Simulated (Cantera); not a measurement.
Mixture: CH₄ : C₂H₆ : C₃H₈ : O₂ : N₂ = 1 : 0.036 : 0.68 : 7.37 : 27.3 (molar parts), at 7500 Torr, adiabatic and at constant pressure. Ignition delay is the time to a rise of 400 K.

Cantera simulation using GRI-Mech 3.0 (53 species, 325 reactions); the numbers are that mechanism's predictions, not measurements. GRI-Mech 3.0 was tuned for natural gas; its chemistry of propane as a main component is partial and can be far from experiment.

Q: What does this change do: CH4 1 to 0.46 parts?

A: 
| quantity | before | after |
|---|---|---|
| delay at 1000 K | 45.4 ms | 41.1 ms |
| delay at 1075 K | 12.8 ms | 11.3 ms |
| delay at 1150 K | 3.66 ms | 3.20 ms |
| delay at 1225 K | 1.07 ms | 0.922 ms |
| delay at 1300 K | 0.329 ms | 0.283 ms |
| delay at 1375 K | 0.113 ms | 96.8 µs |
| delay at 1450 K | 44.2 µs | 38.1 µs |
| apparent activation energy between 1300 and 1450 K | 210 kJ/mol | 210 kJ/mol |

Q: What does this change do: constant volume in place of constant pressure?

A: 
```
quantity                                                before       after
--------------------------------------------------  ----------  ----------
delay at 1000 K                                        45.4 ms     44.2 ms
delay at 1075 K                                        12.8 ms     12.4 ms
delay at 1150 K                                        3.66 ms     3.52 ms
delay at 1225 K                                        1.07 ms     1.01 ms
delay at 1300 K                                       0.329 ms    0.308 ms
delay at 1375 K                                       0.113 ms    0.104 ms
delay at 1450 K                                        44.2 µs     40.0 µs
apparent activation energy between 1300 and 1450 K  210 kJ/mol  210 kJ/mol
```
